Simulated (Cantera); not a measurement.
What does this Cantera script print?

```python
import numpy as np
import cantera as ct

gas_names = """
    C6H6 C2H6 CH4
""".split()
cond_names = """
    Ti(a) Ti(b) Ti(L) TiC(s) TiC(L)
""".split()


# ... load() reads the species with a 1 bar reference pressure and builds the phases ...
species = {s.name: s for s in load("nasa_gas.yaml", gas_names) + load("nasa_condensed.yaml", cond_names)}
# Each term lists the table entries of one substance; the one whose range holds T is used.
reactions = {
    '4 Ti + C6H6(g) = 4 TiC + C2H6(g)':
        [(-4, ['Ti(a)', 'Ti(b)', 'Ti(L)']), (-1, ['C6H6']), (4, ['TiC(s)', 'TiC(L)']), (1, ['C2H6'])],
    '3 CH4(g) + TiC = 2 C2H6(g) + Ti':
        [(-3, ['CH4']), (-1, ['TiC(s)', 'TiC(L)']), (2, ['C2H6']), (1, ['Ti(a)', 'Ti(b)', 'Ti(L)'])],
}


def pick(names, T):
    return next(species[n] for n in names if species[n].thermo.min_temp <= T <= species[n].thermo.max_temp)


results = []
for label, terms in reactions.items():
    print(label)
    print("     T/K   dH/kJ  dS/(J/K)   dG/kJ   log10 K")
    for T in [2550, 2600, 2650, 2700, 2750]:
        used = [(nu, pick(names, T)) for nu, names in terms]
        dH = sum(nu * s.thermo.h(T) for nu, s in used) / 1e6
        dS = sum(nu * s.thermo.s(T) for nu, s in used) / 1e3
        dG = dH - T * dS / 1e3
        logK = -dG * 1e6 / (ct.gas_constant * T * np.log(10))
        results.append((label, T, dH, dS, dG, logK, [s.name for _, s in used]))
        print(f"{T:8g} {dH:8.1f} {dS:8.1f} {dG:8.1f} {logK:8.2f}")
```

Result:

```
4 Ti + C6H6(g) = 4 TiC + C2H6(g)
     T/K   dH/kJ  dS/(J/K)   dG/kJ   log10 K
    2550  -1013.7   -125.1   -694.7    14.23
    2600  -1015.2   -125.7   -688.4    13.83
    2650  -1016.5   -126.2   -682.1    13.44
    2700  -1017.6   -126.6   -675.8    13.07
    2750  -1018.7   -127.0   -669.4    12.72
3 CH4(g) + TiC = 2 C2H6(g) + Ti
     T/K   dH/kJ  dS/(J/K)   dG/kJ   log10 K
    2550    257.7    -84.6    473.4    -9.70
    2600    257.2    -84.8    477.6    -9.60
    2650    256.6    -85.0    481.9    -9.50
    2700    256.0    -85.2    486.1    -9.40
    2750    255.3    -85.5    490.4    -9.31
```

Source: NASA polynomial tables (part measured, part estimated), evaluated in Cantera. TiC: taken at fixed stoichiometry. Condensed species are held in their standard states even where they would react or evaporate.
